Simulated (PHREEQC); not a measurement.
## Leach liquor: an equilibrium model

Solution (25 °C): 0.059 mol/kgw H2SO4, 0.045 mol/kgw FeSO4 and 0.057 mol/kgw KOH. Closed to the air; pH follows from the charge balance.

All values are PHREEQC results (ion-association model, phreeqc.dat), not measurements.

This is a speciation only: nothing precipitates in the calculation.

Estimate the pH, density, ionic strength.

pH 1.71; density 1.009 g/cm³; ionic strength 0.197 mol/kgw.

In which forms is Fe present?

Fe+2 53 %, FeSO4 39 %, FeHSO4+ 7.1 % of the Fe.
